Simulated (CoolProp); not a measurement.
Saturation properties of ammonia (Tc = 405.6 K, pc = 11.36 MPa, ω = 0.256).

Model: reference Helmholtz-energy equation of state, Gao 2020, in CoolProp.

| T (K) | p (MPa) | liquid density (kg/m³) | liquid cp (kJ/(kg K)) | vapour Z | surface tension (mN/m) | liquid viscosity (µPa s) |
|---|---|---|---|---|---|---|
| 315.2 | 1.645 | 576.3 | 4.959 | 0.8400 | 16.6 | 112 |
| 322.1 | 1.978 | 564.8 | 5.053 | 0.8201 | 15.1 | 105 |
| 329 | 2.360 | 552.8 | 5.165 | 0.7985 | 13.6 | 98.3 |
| 335.9 | 2.794 | 540.2 | 5.299 | 0.7753 | 12.1 | 92.1 |
| 342.8 | 3.286 | 527.0 | 5.462 | 0.7502 | 10.7 | 86.2 |
| 349.7 | 3.840 | 513.0 | 5.666 | 0.7231 | 9.29 | 80.7 |
| 356.7 | 4.470 | 497.9 | 5.930 | 0.6933 | 7.90 | 75.3 |
| 363.6 | 5.164 | 481.8 | 6.275 | 0.6613 | 6.56 | 70.2 |
| 370.5 | 5.936 | 464.1 | 6.755 | 0.6263 | 5.27 | 65.2 |
| 377.4 | 6.793 | 444.4 | 7.469 | 0.5875 | 4.04 | 60.2 |

It boils at 239.8 K under 1 atm.

Viscosity comes from a separate model (Fenghour 1995). Surface tension comes from a separate correlation (Mulero 2012).
